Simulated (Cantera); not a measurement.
Feed: 1 mol FeS2, 0.96 mol SO2, 0.31 mol CO2, at 1 atm.

Equilibrium computed with Cantera from the NASA thermochemical tables; the gas is ideal and each condensed phase is pure. Candidate condensed phases: C, Fe, Fe(CO)5, FeO, FeS, FeSO4, FeS2, Fe2O3, Fe2(SO4)3, Fe3O4, S; 25 gas species. FeS: taken at fixed stoichiometry. Gases not in the tables: S3 to S7. Equilibrium is a limit: real reactors are often held back by kinetics, nucleation or transport. All values below are at 1025 K.

Base state: SO2 0.537, S2 0.271, CO2 0.175, S2O 0.0159, COS 0.000833, CO 0.000483, SO 4.96e-5 (mole fractions); condensed: FeS(s).

Question: What changes in the equilibrium state with this change: SO2 from 0.96 to 0.12 mol?

Answer: 
```
species        before    after
-----------  --------  -------
S2              0.271    0.526
CO2             0.175    0.327
SO2             0.537    0.127
S2O            0.0159   0.0127
CS2           9.50e-7  2.04e-5
S8            2.71e-6  3.84e-5
COS          0.000833  0.00528
FeS(s), mol      1.00     1.00
```
